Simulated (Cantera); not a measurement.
Feed: 1 mol Si, 4.1 mol HCl, 0.31 mol H2, 1.2 mol Cl2, at 1398 K and 4.70 bar.

Method: chemical equilibrium by Gibbs-energy minimisation in Cantera with the NASA 1993 tables (ideal gas, pure condensed phases). Candidate condensed phases: Si; 19 gas species. The tables' values for SiCl3 are old estimates; treat these amounts as uncertain. The numbers say what is thermodynamically allowed, not how fast it happens.

Base state: HCl 0.552, H2 0.232, SiCl4 0.206, SiHCl3 0.00608, SiCl3 0.00385, SiCl2 0.000307, SiH2Cl2 2.70e-5 (mole fractions); condensed: gas only.

Q: What changes in the equilibrium state with this change: Si replaced by SiCl4?

A: 
```json
[
 {"species": "HCl", "before": "0.552", "after": "0.712"},
 {"species": "SiCl4", "before": "0.206", "after": "0.151"},
 {"species": "Cl2", "before": "2.55e-8", "after": "0.132"},
 {"species": "H2", "before": "0.232", "after": "7.46e-8"},
 {"species": "SiHCl3", "before": "0.00608", "after": "1.11e-9"},
 {"species": "SiCl2", "before": "0.000307", "after": "<1e-9"}
]
```
